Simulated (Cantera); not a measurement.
Input: 1 mol CH3F, 0.48 mol F2, equilibrated at 2127 °C and 24.0 Pa.

Equilibrium computed with Cantera from the NASA thermochemical tables; the gas is ideal and each condensed phase is pure. Rates play no part.

```csv
species,before,after
HF,0.684,0.673
F,0.00459,0.310
CF,0.000109,0.00734
H,0.250,0.00364
H2,0.0595,1.26e-5
C2H2 (acetylene),0.000415,8.78e-8
CF2,1.19e-6,0.00544
C2H,0.000100,1.46e-6
C2,3.70e-5,3.70e-5
C3,0.000409,0.000409
C,0.000166,0.000166
"C(graphite), mol",0.993,0.958
```
Gas species are given as mole fractions.

Q: Which change was made?
(A) CH3F replaced by CH2F2
(B) pressure from 24.0 Pa to 1.33 mbar
(C) F2 from 0.48 to 0.018 mol
(D) F2 from 0.48 to 0.66 mol

A: A, CH3F replaced by CH2F2
